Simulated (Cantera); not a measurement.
What does this Cantera script print?

```python
import numpy as np
import cantera as ct

gas_names = """
    B BH BH2 BH3 BN BO BO2 B2 B2O B2O2 B2O3 B3O3H3 H HBO HBO2 HNO HNO2 HNO3 HO2 H2 H2O H2O2 H3B3O6 N NH
    NH2 NH3 NH2OH NO NO2 NO3 N2 N2H2 N2H4 N2O O OH O2 O3
""".split()
cond_names = """
    B(b) B(L) BN(s) B2O3(L) B3O3H3(cr) H2O(s) H2O(L)
""".split()


def load(file, names, dense=False):
    # The tables refer to 1 bar. Condensed volumes are neglected.
    table = {s.name: s for s in ct.Species.list_from_file(file)}
    out = []
    for n in names:
        d = dict(table[n].input_data)
        d["thermo"] = dict(d["thermo"], **{"reference-pressure": 1e5})
        if dense:
            d["equation-of-state"] = {"model": "constant-volume", "density": "1e6 g/cm^3"}
        out.append(ct.Species.from_dict(d))
    return out


gas = ct.Solution(thermo="ideal-gas", species=load("nasa_gas.yaml", gas_names))
cond = {s.name: ct.Solution(thermo="fixed-stoichiometry", species=[s], name=s.name)
        for s in load("nasa_condensed.yaml", cond_names, dense=True)}
atoms = {
    'B': {'B': 1},
    'H2': {'H': 2},
    'N2': {'N': 2},
    'H2O': {'H': 2, 'O': 1},
}
top_T = {'BN(s)': 3200}  # K; cautious upper limits of use, not melting points


def equilibrate(T, P, feed):
    n = {}
    for name, mol in feed.items():
        for a, k in atoms[name].items():
            n[a] = n.get(a, 0.0) + k * mol
    gas.TPX = T, P, n
    mass = sum(n.values()) * gas.mean_molecular_weight
    gas.equilibrate("TP")
    valid = [c for c in cond.values() if c.min_temp <= T <= top_T.get(c.name, c.max_temp)]
    mix = ct.Mixture([(gas, mass / gas.mean_molecular_weight)] + [(c, 0.0) for c in valid])
    mix.T, mix.P = T, P
    mix.equilibrate("TP", solver="vcs", rtol=1e-11, max_steps=5000)
    return mix


results = []
T = 1223  # K
P = 20  # Pa
for m in [0.45, 1, 2.3, 5.2, 12, 26, 59]:
    feed = {'B': 1, 'H2': 12, 'N2': m, 'H2O': 1.7}  # mol
    mix = equilibrate(T, P, feed)
    results.append((T, P, feed, dict(zip(mix.species_names, mix.species_moles))))

top = {s: max(r[3][s] / sum(r[3][g] for g in gas_names) for r in results) for s in gas_names}
cols = sorted((s for s in top if top[s] > 1e-06), key=lambda s: -top[s])[:7]
seen = [c for c in cond_names if any(r[3].get(c, 0) > 1e-12 for r in results)]
print("log10 of partial pressures in bar; condensed amounts in mol")
print(f"{'n(N2)':>10s}" + "".join(f"{s[:9]:>10s}" for s in cols + seen))
for T, P, feed, n in results:
    ng = sum(n[g] for g in gas_names)
    print(f"{feed['N2']:10.4g}" + "".join(f"{np.log10(max(n[s] / ng * P / 1e5, 1e-99)):10.3f}" for s in cols)
          + "".join(f"{n.get(c, 0):10.4g}" for c in seen))
```

Output:

```
log10 of partial pressures in bar; condensed amounts in mol
     n(N2)        H2        N2       H2O      HBO2      B2O3       HBO         H   B2O3(L)
      0.45    -3.721    -5.198    -5.697    -5.789    -7.716    -7.994    -8.383    0.4406
         1    -3.738    -4.868    -5.717    -5.799    -7.716    -8.001    -8.391    0.4396
       2.3    -3.774    -4.543    -5.760    -5.820    -7.716    -8.016    -8.409    0.4373
       5.2    -3.847    -4.261    -5.845    -5.863    -7.716    -8.046    -8.445    0.4328
        12    -3.980    -4.031    -6.006    -5.944    -7.716    -8.099    -8.512    0.4236
        26    -4.168    -3.884    -6.241    -6.061    -7.716    -8.170    -8.606    0.4091
        59    -4.431    -3.790    -6.585    -6.233    -7.716    -8.260    -8.737    0.3856
```

These are equilibrium values from Cantera (NASA tables, ideal gas, pure condensed phases), not measurements of a reactor.
